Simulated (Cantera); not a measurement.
**PbO + O₂ + N₂ (iron carbonyl, mercury and lead vapours)**

Charge: 1 mol PbO, 0.25 mol O₂, 12 mol N₂, at 750 Torr.

Method: chemical equilibrium by Gibbs-energy minimisation in Cantera with the NASA 1993 tables (ideal gas, pure condensed phases). Candidate condensed phases: Pb, PbO, PbO₂, Pb₃O₄; 12 gas species. Kinetics and transport are ignored.

```json
[
 {"T (°C)": "202", "log p N₂": "0.00", "log p O₂": "-2.16", "log p NO": "-10.47", "log p NO₂": "-9.12", "log p PbO": "<-12", "n Pb₃O₄(s)": "0.333", "n PbO(red)": "0", "n PbO(yellow)": "0"},
 {"T (°C)": "252", "log p N₂": "0.00", "log p O₂": "-2.16", "log p NO": "-9.51", "log p NO₂": "-8.78", "log p PbO": "<-12", "n Pb₃O₄(s)": "0.333", "n PbO(red)": "0", "n PbO(yellow)": "0"},
 {"T (°C)": "302", "log p N₂": "-0.01", "log p O₂": "-1.73", "log p NO": "-8.51", "log p NO₂": "-8.06", "log p PbO": "<-12", "n Pb₃O₄(s)": "0.0462", "n PbO(red)": "0.861", "n PbO(yellow)": "0"},
 {"T (°C)": "352", "log p N₂": "-0.01", "log p O₂": "-1.69", "log p NO": "-7.83", "log p NO₂": "-7.78", "log p PbO": "<-12", "n Pb₃O₄(s)": "0", "n PbO(red)": "1.00", "n PbO(yellow)": "0"},
 {"T (°C)": "402", "log p N₂": "-0.01", "log p O₂": "-1.69", "log p NO": "-7.26", "log p NO₂": "-7.57", "log p PbO": "<-12", "n Pb₃O₄(s)": "0", "n PbO(red)": "1.00", "n PbO(yellow)": "0"},
 {"T (°C)": "452", "log p N₂": "-0.01", "log p O₂": "-1.69", "log p NO": "-6.77", "log p NO₂": "-7.40", "log p PbO": "<-12", "n Pb₃O₄(s)": "0", "n PbO(red)": "1.00", "n PbO(yellow)": "0"},
 {"T (°C)": "502", "log p N₂": "-0.01", "log p O₂": "-1.69", "log p NO": "-6.35", "log p NO₂": "-7.24", "log p PbO": "-10.75", "n Pb₃O₄(s)": "0", "n PbO(red)": "0", "n PbO(yellow)": "1.00"},
 {"T (°C)": "552", "log p N₂": "-0.01", "log p O₂": "-1.69", "log p NO": "-5.98", "log p NO₂": "-7.11", "log p PbO": "-9.60", "n Pb₃O₄(s)": "0", "n PbO(red)": "0", "n PbO(yellow)": "1.00"},
 {"T (°C)": "602", "log p N₂": "-0.01", "log p O₂": "-1.69", "log p NO": "-5.65", "log p NO₂": "-6.99", "log p PbO": "-8.59", "n Pb₃O₄(s)": "0", "n PbO(red)": "0", "n PbO(yellow)": "1.00"},
 {"T (°C)": "652", "log p N₂": "-0.01", "log p O₂": "-1.69", "log p NO": "-5.35", "log p NO₂": "-6.88", "log p PbO": "-7.69", "n Pb₃O₄(s)": "0", "n PbO(red)": "0", "n PbO(yellow)": "1.00"}
]
```
log p: log10 of the partial pressure in bar; n: condensed amount in mol.

From 202 °C to 252 °C the condensed part is Pb₃O₄(s). At 302 °C the condensed part is PbO(red) + Pb₃O₄(s). From 352 °C to 452 °C the condensed part is PbO(red). From 502 °C to 652 °C the condensed part is PbO(yellow).
